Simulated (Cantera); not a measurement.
A perfectly stirred reactor is fed with CH₃OH : O₂ : N₂ = 0.0037 : 0.005 : 1 (molar parts), at 1.00 bar; it is held at 1525 K, and followed from long to short residence time.

Model: GRI-Mech 3.0 (53 species, 325 reactions), integrated in Cantera. GRI-Mech 3.0 was tuned for natural gas; its chemistry of methanol as a main component is partial and can be far from experiment.

x: mole fraction; the columns are a selection and need not sum to one.

```
τ (s)    x CH₃OH      x O₂   x CH₂O    x C₂H₂      x CO     x HCO       x H
-------  -------  --------  -------  --------  --------  --------  --------
15       3.85e-8   6.30e-6  2.85e-8    <1e-12  0.000602  9.12e-11   3.01e-5
2.8            ?         ?        ?    <1e-12  0.000620  4.04e-10         ?
0.51     2.31e-7   8.54e-5  1.73e-7  1.72e-12  0.000685   1.99e-9  0.000145
0.092          ?         ?        ?  1.07e-11         ?         ?         ?
0.017    1.58e-6  0.000501  1.16e-6  8.61e-11   0.00115   4.90e-8  0.000650
0.0031   5.34e-6  0.000920  3.84e-6  8.37e-10   0.00171   2.39e-7   0.00105
0.00056  2.85e-5   0.00168  2.04e-5   1.18e-8   0.00264   1.28e-6   0.00106
```

**Question.** What belongs in the gaps?

**Answer.** 
- 2.8, x CH₃OH: 9.31e-8
- 2.8, x O₂: 2.44e-5
- 2.8, x CH₂O: 6.92e-8
- 2.8, x H: 6.62e-5
- 0.092, x CH₃OH: 5.87e-7
- 0.092, x O₂: 0.000235
- 0.092, x CH₂O: 4.39e-7
- 0.092, x CO: 0.000847
- 0.092, x HCO: 1.01e-8
- 0.092, x H: 0.000320
